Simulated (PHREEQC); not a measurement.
Dissolve 0.00027 mol ZnCl2 and 0.00013 mol Na2SO4 per kg of water at 59 °C. It is in equilibrium with CO2 at log p = -3.5 (atm). Otherwise closed; pH follows from the charge balance.

Model: ion-association model, phreeqc.dat, run in PHREEQC.

```json
{
  "pH": "5.64",
  "ionic_strength": "0.00117 mol/kgw",
  "specific_conductance": "185 µS/cm"
}
```

```
species  molality  activity   log γ
-------  --------  --------  ------
Cl-      0.000539  0.000517  -0.018
Zn+2     0.000261  0.000222  -0.070
Na+      0.000260  0.000249  -0.018
SO4-2    0.000123  0.000105  -0.071
ZnSO4     6.87e-6   6.87e-6   0.000
CO2       5.28e-6   5.28e-6   0.000
H+        2.38e-6   2.29e-6  -0.017
ZnCl+     1.24e-6   1.19e-6  -0.018
HCO3-     1.23e-6   1.19e-6  -0.018
ZnOH+     1.12e-6   1.08e-6  -0.018
NaSO4-    1.65e-7   1.58e-7  -0.018
HSO4-     5.56e-8   5.33e-8  -0.018
OH-       4.16e-8   3.99e-8  -0.018
ZnHCO3+   3.45e-8   3.31e-8  -0.018
```

Precipitation was switched off in this run. Species that the database lacks are ignored. Away from 25 °C the constants follow the database's enthalpies or fits; those with neither stay at their 25 °C values.
